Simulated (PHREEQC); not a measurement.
A solution holds 23 mmol/kgw NaHSO4, 88 mmol/kgw NaOH and 0.69 mmol/kgw LiCl, at 20 °C. It is in equilibrium with CO2 at log p = -3.5 (atm). Otherwise closed; pH follows from the charge balance.

The numbers come from PHREEQC with the ion-association model, wateq4f.dat.

The pH is 9.64 and the ionic strength comes out as 0.133 mol/kgw. The total alkalinity is 65.0 meq/kg.

```
species  molality  activity   log γ
-------  --------  --------  ------
Na+         0.101    0.0774  -0.115
HCO3-      0.0290    0.0224  -0.112
SO4-2      0.0197   0.00673  -0.467
CO3-2      0.0116   0.00412  -0.448
NaCO3-    0.00595   0.00460  -0.112
NaSO4-    0.00327   0.00253  -0.112
NaHCO3   0.000946  0.000975   0.013
Cl-      0.000690  0.000514  -0.128
Li+      0.000670  0.000523  -0.107
OH-       3.99e-5   2.96e-5  -0.130
```

This is a speciation only: nothing precipitates in the calculation.
